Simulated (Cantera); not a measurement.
## Stirred combustor or abatement burner

A perfectly stirred reactor is fed with 3.85 % CH₄, 0.654 % H₂, 20.1 % O₂, 75.4 % N₂, at 7500 Torr; it is adiabatic with a 775 K inlet, and is followed from long to short residence time, starting on the burning branch (τ in s: 0.047, 0.021, 0.0095, 0.0042, 0.0019, 0.00086, 0.00038, 0.00017, 7.7e-05, 3.5e-05, 1.6e-05, 7e-06).

Model: GRI-Mech 3.0 (53 species, 325 reactions), integrated in Cantera.

| τ (s) | T (K) | x CH₄ | x H₂ | x O₂ | x C₂H₂ | x H |
|---|---|---|---|---|---|---|
| 0.047 | 1685 | 1.04e-5 | 7.58e-6 | 0.121 | 3.68e-9 | 2.82e-7 |
| 0.021 | 1684 | 1.93e-5 | 1.32e-5 | 0.121 | 9.55e-9 | 5.52e-7 |
| 0.0095 | 1682 | 3.48e-5 | 2.36e-5 | 0.121 | 2.20e-8 | 1.11e-6 |
| 0.0042 | 1678 | 6.43e-5 | 4.38e-5 | 0.121 | 4.81e-8 | 2.33e-6 |
| 0.0019 | 1671 | 0.000120 | 8.26e-5 | 0.121 | 9.86e-8 | 4.79e-6 |
| 0.00086 | 1656 | 0.000240 | 0.000167 | 0.122 | 2.09e-7 | 9.65e-6 |
| 0.00038 | 1606 | 0.000731 | 0.000489 | 0.126 | 7.26e-7 | 1.78e-5 |
| 0.00017 | 775 | 0.0385 | 0.00654 | 0.201 | <1e-12 | <1e-12 |
| 7.7e-5 | 775 | 0.0385 | 0.00654 | 0.201 | <1e-12 | <1e-12 |
| 3.5e-5 | 775 | 0.0385 | 0.00654 | 0.201 | <1e-12 | <1e-12 |
| 1.6e-5 | 775 | 0.0385 | 0.00654 | 0.201 | <1e-12 | <1e-12 |
| 7.0e-6 | 775 | 0.0385 | 0.00654 | 0.201 | <1e-12 | <1e-12 |
x: mole fraction; the columns are a selection and need not sum to one.
